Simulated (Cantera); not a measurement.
Feed: 1 mol Cu2O, 3.5 mol C, 19 mol H2, 2.1 mol CO, at 1.40 mbar.

Equilibrium computed with Cantera from the NASA thermochemical tables; the gas is ideal and each condensed phase is pure. Candidate condensed phases: C, C6H6, C7H8, C8H18, Cu, CuO, Cu(OH)2, Cu2O, H2O; 113 gas species. Rates play no part.

Problem. At 1250 °C, list the 4 most abundant gas species with their mole fractions, and the condensed phases.

Solution. H2 0.852, CO 0.139, Cu 0.00860, H 0.000570. Condensed: C(graphite) + Cu(l).
